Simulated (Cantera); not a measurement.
Charge: 1 mol PbO, 0.065 mol O2, 1.6 mol H2, held at 1300 °C and 7.50 Torr.

Equilibrium computed with Cantera from the NASA thermochemical tables; the gas is ideal and each condensed phase is pure. The numbers say what is thermodynamically allowed, not how fast it happens.

```csv
species,before,after
H2O,0.434,0.434
Pb,0.384,0.384
H2,0.181,0.181
H,0.000173,0.00137
Pb2,2.00e-5,3.20e-7
OH,1.50e-5,0.000119
PbO,0.000558,0.000559
```
Gas species are given as mole fractions.

Which change was made?
(A) O2 from 0.065 to 1.8 mol
(B) O2 from 0.065 to 0.4 mol
(C) pressure from 7.50 Torr to 0.120 Torr
(D) temperature from 1300 °C to 302 °C

C, pressure from 7.50 Torr to 0.120 Torr
